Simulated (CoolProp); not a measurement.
Vapour-liquid equilibrium of R152A (1) + n-butane (2) at 0.0524 MPa; x and y are mole fractions of (1).

Model: multi-fluid Helmholtz-energy mixture model, Outcalt 1996 and Bücker 2006; pair parameters Bell 2016, in CoolProp.

```json
[
 {"x": "0.05", "bubble temperature (K)": "245.8", "y at the bubble point": "0.408", "dew temperature at overall composition x (K)": "255.4", "liquid density (mol/L)": "10.96"},
 {"x": "0.15", "bubble temperature (K)": "237.3", "y at the bubble point": "0.638", "dew temperature at overall composition x (K)": "253.0", "liquid density (mol/L)": "11.41"},
 {"x": "0.25", "bubble temperature (K)": "234.6", "y at the bubble point": "0.699", "dew temperature at overall composition x (K)": "250.4", "liquid density (mol/L)": "11.79"},
 {"x": "0.35", "bubble temperature (K)": "233.8", "y at the bubble point": "0.721", "dew temperature at overall composition x (K)": "247.6", "liquid density (mol/L)": "12.17"},
 {"x": "0.45", "bubble temperature (K)": "233.5", "y at the bubble point": "0.729", "dew temperature at overall composition x (K)": "244.5", "liquid density (mol/L)": "12.58"},
 {"x": "0.55", "bubble temperature (K)": "233.4", "y at the bubble point": "0.734", "dew temperature at overall composition x (K)": "240.9", "liquid density (mol/L)": "13.03"},
 {"x": "0.65", "bubble temperature (K)": "233.2", "y at the bubble point": "0.743", "dew temperature at overall composition x (K)": "236.8", "liquid density (mol/L)": "13.53"},
 {"x": "0.75", "bubble temperature (K)": "233.1", "y at the bubble point": "0.763", "dew temperature at overall composition x (K)": "233.2", "liquid density (mol/L)": "14.10"},
 {"x": "0.85", "bubble temperature (K)": "233.3", "y at the bubble point": "0.806", "dew temperature at overall composition x (K)": "233.6", "liquid density (mol/L)": "14.72"},
 {"x": "0.95", "bubble temperature (K)": "234.1", "y at the bubble point": "0.906", "dew temperature at overall composition x (K)": "234.6", "liquid density (mol/L)": "15.39"}
]
```

y crosses x between x = 0.75 and 0.85: the model has an azeotrope there.

The pair parameters rest on a limited set of measurements; away from them the model extrapolates. With so large a gap from Raoult's law the liquid may split in two, which this calculation doesn't test in full.
